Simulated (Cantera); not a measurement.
An isothermal, constant-pressure homogeneous reactor starts with CH4 : CO2 = 1 : 1.2 (molar parts), at 1525 K and 5.00 bar. Integrator tolerance rtol = 1e-08.

Model: GRI-Mech 3.0 (53 species, 325 reactions), integrated in Cantera.

Problem. What does this change do: CO2 1.2 to 4.3 parts?

Solution. 
```
quantity                                            before                                      after
-----------------  ---------------------------------------  -----------------------------------------
x(CH4) at 10.0 s   0.0668 (gas-phase equilibrium 0.000106)    0.00418 (gas-phase equilibrium 2.20e-7)
x(CO2) at 10.0 s     0.0594 (gas-phase equilibrium 0.0143)        0.291 (gas-phase equilibrium 0.280)
x(CH2) at 10.0 s   6.01e-10 (gas-phase equilibrium <1e-12)    1.12e-10 (gas-phase equilibrium <1e-12)
x(CH2O) at 10.0 s  4.70e-7 (gas-phase equilibrium 4.93e-7)    2.44e-7 (gas-phase equilibrium 9.93e-8)
x(H) at 10.0 s     5.79e-6 (gas-phase equilibrium 7.09e-6)    3.24e-6 (gas-phase equilibrium 3.40e-6)
x(C2H2) at 10.0 s   0.0155 (gas-phase equilibrium 1.23e-8)  0.000950 (gas-phase equilibrium 4.33e-12)
```
